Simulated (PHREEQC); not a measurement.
**Metal-bearing waste water: speciation**

A solution holds 7.6 mmol/kgw CuSO4, 0.37 mmol/kgw ZnCl2, 12 mmol/kgw H2SO4 and 0.042 mmol/kgw Na2SO4, at 20 °C. Closed to the air; pH follows from the charge balance.

Model: ion-association model, phreeqc.dat, run in PHREEQC.

This is a speciation only: nothing precipitates in the calculation.

### Question
What pH, ionic strength, specific conductance does the model give?

### Answer
pH 1.84; ionic strength 0.0429 mol/kgw; specific conductance 6400 µS/cm.

### Question
In which forms is S present?

### Answer
SO4-2 50 %, HSO4- 37 %, CuSO4 12 %, ZnSO4 0.6 % of the S.
